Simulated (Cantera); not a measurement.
An adiabatic, constant-pressure homogeneous reactor starts with CH3OH : O2 : N2 = 1 : 2.42 : 9.1 (molar parts), equivalence ratio 0.62, at 1050 K and 1580 Torr.

Cantera simulation using GRI-Mech 3.0 (53 species, 325 reactions); the numbers are that mechanism's predictions, not measurements. GRI-Mech 3.0 was tuned for natural gas; its chemistry of methanol as a main component is partial and can be far from experiment.

Problem. Predict: time of steepest temperature rise; temperature at 3.00 s; equilibrium temperature; x(O2) at 3.00 s; x(OH) at 3.00 s; x(CO2) at 3.00 s; x(NO) at 3.00 s; x(H2) at 3.00 s.

Solution. 
| Quantity | Value |
|---|---|
| time of steepest temperature rise | 97.1 ms |
| temperature at 3.00 s | 2300 K |
| equilibrium temperature | 2300 K |
| x(O2) at 3.00 s | 0.0661 (gas-phase equilibrium 0.0661) |
| x(OH) at 3.00 s | 0.00558 (gas-phase equilibrium 0.00558) |
| x(CO2) at 3.00 s | 0.0742 (gas-phase equilibrium 0.0742) |
| x(NO) at 3.00 s | 0.00828 (gas-phase equilibrium 0.00828) |
| x(H2) at 3.00 s | 0.000837 (gas-phase equilibrium 0.000837) |
